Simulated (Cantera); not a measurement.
A closed system holds: 1 mol H₂O, 2.9 mol O₂, 32 mol N₂, equilibrated at 75.0 Torr.

These are equilibrium values from Cantera (NASA tables, ideal gas, pure condensed phases), not measurements of a reactor. Candidate condensed phases: H₂O; 47 gas species. Ions and electrons are included (thermal ionisation). Kinetics and transport are ignored.

x: gas mole fraction; nothing condenses.

```csv
T (K),x N₂,x O,x N,x H,x O₂,x NO,x OH
3000,0.829,0.0686,4.01e-5,0.0268,0.0367,0.0205,0.0120
3500,0.791,[?],[?],0.0455,[?],[?],[?]
4000,0.780,0.156,[?],0.0485,[?],[?],[?]
4500,0.762,0.160,0.0248,0.0484,0.000206,0.00490,0.000118
5000,0.705,0.156,0.0881,0.0469,4.99e-5,0.00294,3.30e-5
```

Problem. What belongs in the gaps?

Solution. 
- 3500, x O: 0.136
- 3500, x N: 0.000623
- 3500, x O₂: 0.00762
- 3500, x NO: 0.0153
- 3500, x OH: 0.00305
- 4000, x N: 0.00496
- 4000, x O₂: 0.00110
- 4000, x NO: 0.00850
- 4000, x OH: 0.000530
